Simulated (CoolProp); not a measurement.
Vapour-liquid equilibrium of cis-2-butene (1) + acetone (2) at -31.95 °C; x and y are mole fractions of (1).

Computed with CoolProp (multi-fluid Helmholtz-energy mixture model, Lemmon 2005 and Lemmon 2006; pair parameters Bell 2016).

Problem. Give the bubble pressure and the first vapour's composition at x = 0.05, 0.275, 0.575. Is there an azeotrope?

Solution. x = 0.05: 0.05105 bar, y = 0.755; x = 0.275: 0.1494 bar, y = 0.929; x = 0.575: 0.1777 bar, y = 0.947. No azeotrope shows between x = 0.05 and 0.95.

The pair parameters rest on a limited set of measurements; away from them the model extrapolates. With so large a gap from Raoult's law the liquid may split in two, which this calculation doesn't test in full.
